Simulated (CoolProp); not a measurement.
Computed with CoolProp (reference Helmholtz-energy equation of state, Lemmon 2005). It is a short technical equation, of lower accuracy than the large ones.

Task: Give the vapour pressure (MPa), liquid density (kg/m³), vapour density (kg/m³), liquid cp (kJ/(kg K)) of saturated cis-2-butene at 297.1 K.

Result: 
| T (K) | p (MPa) | liquid density (kg/m³) | vapour density (kg/m³) | liquid cp (kJ/(kg K)) |
|---|---|---|---|---|
| 297.1 | 0.207 | 617 | 5.02 | 2.24 |
